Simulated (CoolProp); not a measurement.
Vapour pressure (MPa) of R1234yf: the reference equation beside estimates from Tc = 94.7 °C, pc = 3.384 MPa, ω = 0.276.

Model: reference Helmholtz-energy equation of state, Lemmon 2022, in CoolProp.

```tsv
T (°C)	reference	Redlich-Kwong	Peng-Robinson
-46.55	0.04471	0.09090	0.04485
-44.05	0.05085	0.1015	0.05096
-41.55	0.05764	0.1129	0.05772
-38.95	0.06545	0.1259	0.06548
-36.45	0.07372	0.1393	0.07372
-33.95	0.08281	0.1538	0.08275
-31.45	0.09275	0.1694	[?]
-28.85	0.1041	0.1868	0.1039
-26.35	0.1159	0.2047	0.1157
-23.85	0.1288	0.2239	0.1285
-21.35	0.1428	0.2443	0.1425
-18.75	[?]	0.2670	0.1582
-16.25	0.1750	0.2902	[?]
```

**Question.** Complete the blanks.

**Answer.** 
- -31.45, Peng-Robinson: 0.09264
- -18.75, reference: 0.1586
- -16.25, Peng-Robinson: 0.1745

Absolute difference from the reference over all 13 rows, mean and median: Redlich-Kwong 83.4 and 82.6 %, Peng-Robinson 0.2 and 0.2 %.
